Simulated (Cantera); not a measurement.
## Thermodynamics of hydrogen reduction and annealing atmospheres, feed NiS + H2 + N2

Input: 1 mol NiS, 89 mol H2, 23 mol N2, at 1798.15 K.

These are equilibrium values from Cantera (NASA tables, ideal gas, pure condensed phases), not measurements of a reactor. Candidate condensed phases: Ni, NiS, NiS2, Ni3S2, Ni3S4, S; 17 gas species. The numbers say what is thermodynamically allowed, not how fast it happens.

| P (Pa) | x H2 | x N2 | x H | x H2S | n Ni(l) |
|---|---|---|---|---|---|
| 10 | 0.755 | 0.199 | 0.0306 | 0.000346 | 0 |
| 36 | 0.768 | 0.201 | 0.0163 | 0.000730 | 0 |
| 130 | 0.775 | 0.202 | 0.00860 | 0.00140 | 0 |
| 460 | 0.782 | 0.204 | 0.00460 | 0.00254 | 0.653 |
| 1700 | 0.785 | 0.204 | 0.00240 | 0.00422 | 0.901 |
| 6000 | 0.786 | 0.205 | 0.00128 | 0.00602 | 0.970 |
| 22000 | 0.786 | 0.205 | 0.000666 | 0.00746 | 0.992 |
| 77000 | 0.786 | 0.205 | 0.000356 | 0.00825 | 0.998 |
| 280000 | 0.786 | 0.205 | 0.000187 | 0.00862 | 0.999 |
| 1000000 | 0.786 | 0.205 | 9.88e-5 | 0.00878 | 1.000 |
x: gas mole fraction; n: condensed amount in mol.

From 10.0 Pa to 1.30 mbar nothing is condensed. From 4.60 mbar to 10.0 bar the condensed part is Ni(l). The main Ni-bearing gas is Ni throughout.
